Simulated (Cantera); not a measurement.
Charge: 1 mol Si, 7.3 mol H₂, at 13300 Pa.

Cantera equilibrium calculation (NASA polynomials, part measured and part estimated; ideal gas, pure solids and liquids). Candidate condensed phases: Si; 9 gas species. Gases not in the tables: Si₂H₆ and higher silanes. Kinetics and transport are ignored.

x: gas mole fraction; n: condensed amount in mol.

```tsv
T (K)	x H₂	x H	x SiH₂	x Si	n Si(s)	n Si(l)
573	1.00	<1e-12	<1e-12	<1e-12	1.00	0
673	1.00	<1e-12	<1e-12	<1e-12	1.00	0
773	1.00	2.49e-12	<1e-12	<1e-12	1.00	0
873	1.00	1.28e-10	1.37e-12	<1e-12	1.00	0
973	1.00	2.96e-9	4.19e-11	<1e-12	1.00	0
1073	1.00	3.84e-8	6.77e-10	<1e-12	1.00	0
1173	1.00	3.23e-7	6.81e-9	3.71e-12	1.000	0
1273	1.000	1.95e-6	4.76e-8	1.35e-10	1.000	0
1373	1.000	?	?	?	1.000	0
1473	1.000	?	?	?	1.000	0
1573	1.000	0.000111	3.67e-6	4.12e-7	1.000	0
1673	1.000	0.000312	1.10e-5	3.13e-6	1.000	0
1773	0.999	0.000779	2.47e-5	1.60e-5	0	1.000
```

**Question.** Complete the blanks.

**Answer.** 
- 1373, x H: 9.12e-6
- 1373, x SiH₂: 2.51e-7
- 1373, x Si: 2.91e-9
- 1473, x H: 3.46e-5
- 1473, x SiH₂: 1.05e-6
- 1473, x Si: 4.11e-8
